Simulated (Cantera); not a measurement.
Feed: 1 mol TiO₂, 1.1 mol CH₄, 0.021 mol CO, 5.6 mol C, equilibrated at 1100 °C and 10.0 mbar.

Equilibrium computed with Cantera from the NASA thermochemical tables; the gas is ideal and each condensed phase is pure. Candidate condensed phases: C, C₆H₆, C₇H₈, C₈H₁₈, H₂O, Ti, TiC, TiO, TiO₂, Ti₂O₃, Ti₃O₅, Ti₄O₇; 113 gas species. TiC: taken at fixed stoichiometry. Rates play no part.

Base state: H₂ 0.521, CO 0.479, H 2.40e-5, CH₄ 1.37e-5, H₂O 1.17e-5 (mole fractions); condensed: C(graphite) + TiC(s).

**Question.** What changes in the equilibrium state with this change: pressure from 10.0 mbar to 6.40 bar?

**Answer.** 
| species | before | after |
|---|---|---|
| H₂ | 0.521 | 0.863 |
| CO | 0.479 | 0.109 |
| CH₄ | 1.37e-5 | 0.0240 |
| H₂O | 1.17e-5 | 0.00283 |
| CO₂ | 5.21e-6 | 0.000174 |
| C(graphite), mol | 3.70 | 6.40 |
| TiC(s), mol | 1.00 | 0 |
| Ti₄O₇(s), mol | 0 | 0.250 |
Condensed phases not in the tables: Magnéli phases beyond Ti₄O₇.

**Question.** What changes in the equilibrium state with this change: TiO₂ replaced by Fe₃O₄?

**Answer.** 
```csv
species,before,after
CO,0.479,0.646
H₂,0.521,0.354
H,2.40e-5,1.98e-5
CH₄,1.37e-5,6.30e-6
H₂O,1.17e-5,1.07e-5
"C(graphite), mol",3.70,2.70
"TiC(s), mol",1.00,0
"Fe(γ), mol",0,3.00
```
Condensed phases not in the tables: cementite and carbon dissolved in iron. Further candidate phases: Fe, Fe(CO)₅, FeO, Fe(OH)₂, Fe(OH)₃, Fe₂O₃, Fe₃O₄.
